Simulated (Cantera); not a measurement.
An isothermal, constant-pressure homogeneous reactor starts with N2O : N2 = 1 : 1.9 (molar parts), at 1450 K and 101000 Pa. Integrator tolerance rtol = 1e-08.

Computed with Cantera and GRI-Mech 3.0 (53 species, 325 reactions). GRI-Mech 3.0 was tuned for natural gas; its chemistry of N2O as a main component is partial and can be far from experiment. The temperature is held fixed by assumption; the heat of reaction is taken as removed at once.

### Question
What does this change do: temperature 1450 to 1150 K?

### Answer
| quantity | before | after |
|---|---|---|
| x(N2O) at 5.00 s | 8.94e-7 (gas-phase equilibrium 5.42e-8) | 0.122 (gas-phase equilibrium 8.71e-9) |
| x(NO) at 5.00 s | 0.0515 (gas-phase equilibrium 0.000830) | 0.0140 (gas-phase equilibrium 0.000115) |
| x(NO2) at 5.00 s | 0.000246 (gas-phase equilibrium 4.36e-6) | 0.000174 (gas-phase equilibrium 2.10e-6) |
| x(O) at 5.00 s | 7.00e-7 (gas-phase equilibrium 7.69e-7) | 3.98e-7 (gas-phase equilibrium 3.19e-9) |
| x(N2) at 5.00 s | 0.827 (gas-phase equilibrium 0.853) | 0.776 (gas-phase equilibrium 0.853) |
| x(O2) at 5.00 s | 0.121 (gas-phase equilibrium 0.147) | 0.0881 (gas-phase equilibrium 0.147) |
The mechanism lacks the step 2 NO + O2 → 2 NO2, which can matter for NO2 below about 1400 K.
